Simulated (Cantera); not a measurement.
A perfectly stirred reactor is fed with H2 : O2 : N2 = 0.09 : 1 : 0.63 (molar parts), equivalence ratio 0.045, at 150 Pa; it is held at 1225 K, and followed from long to short residence time.

Model: the H2/O2 subset of GRI-Mech 3.0, which has no nitrogen chemistry, integrated in Cantera. Radical loss at walls, strong at low pressure, is not modelled. The temperature is held fixed by assumption; the heat of reaction is taken as removed at once.

Q: What does this change do: pressure from 150 Pa to 3000 Pa?

A: 
| quantity | before | after |
|---|---|---|
| x(H2) at τ = 26.0 s | 0.000325 | 1.64e-5 |
| x(O2) at τ = 26.0 s | 0.564 | 0.570 |
| x(H2O) at τ = 26.0 s | 0.0517 | 0.0536 |
| x(HO2) at τ = 26.0 s | 2.00e-7 | 4.04e-7 |
| x(H2O2) at τ = 26.0 s | 8.67e-9 | 3.59e-8 |
| x(H2) at τ = 0.150 s | 0.00223 | 0.000400 |
| x(O2) at τ = 0.150 s | 0.545 | 0.567 |
| x(H2O) at τ = 0.150 s | 0.0425 | 0.0522 |
| x(HO2) at τ = 0.150 s | 2.88e-7 | 3.32e-6 |
| x(H2O2) at τ = 0.150 s | 1.02e-8 | 1.54e-7 |

Q: What does this change do: pressure from 150 Pa to 2670 Pa?

A: 
| quantity | before | after |
|---|---|---|
| x(H2) at τ = 26.0 s | 0.000325 | 1.78e-5 |
| x(O2) at τ = 26.0 s | 0.564 | 0.570 |
| x(H2O) at τ = 26.0 s | 0.0517 | 0.0536 |
| x(HO2) at τ = 26.0 s | 2.00e-7 | 4.07e-7 |
| x(H2O2) at τ = 26.0 s | 8.67e-9 | 3.50e-8 |
| x(H2) at τ = 0.150 s | 0.00223 | 0.000432 |
| x(O2) at τ = 0.150 s | 0.545 | 0.566 |
| x(H2O) at τ = 0.150 s | 0.0425 | 0.0520 |
| x(HO2) at τ = 0.150 s | 2.88e-7 | 3.13e-6 |
| x(H2O2) at τ = 0.150 s | 1.02e-8 | 1.42e-7 |
